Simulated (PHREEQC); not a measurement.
HCl is added in steps, without added water, to 1 kg of water holding 0.012 mol/kgw H3BO3, 0.0059 mol/kgw Na2HPO4 and 8.1e-05 mol/kgw KCl, at 25 °C. Oxygen is held at 0.21 atm. The system is closed to CO2. No solid was allowed to form.

Base run: PHREEQC, ion-association model, wateq4f.dat. Each further column changes one thing. The table gives H3PO4 (mol/kgw).

| HCl added (mol) | base | H3BO3 left out | KCl replaced by NH4Cl at the same molality | solids may form |
|---|---|---|---|---|
| 0 | 9.77e-10 | 2.12e-12 | 9.82e-10 | 9.77e-10 |
| 0.001215 | 5.80e-9 | 3.75e-9 | 5.81e-9 | 5.80e-9 |
| 0.002835 | 3.38e-8 | 3.09e-8 | 3.38e-8 | 3.38e-8 |
| 0.00405 | 1.08e-7 | 1.03e-7 | 1.08e-7 | 1.08e-7 |
| 0.005265 | 5.15e-7 | 5.04e-7 | 5.15e-7 | 5.15e-7 |
| 0.006885 | 0.000391 | 0.000391 | 0.000391 | 0.000391 |
| 0.0081 | 0.000827 | 0.000827 | 0.000827 | 0.000827 |

H3PO4, which wateq4f.dat lacks, is added to it with the constant of phreeqc.dat. Solids allowed in the column 'solids may form': Halite.
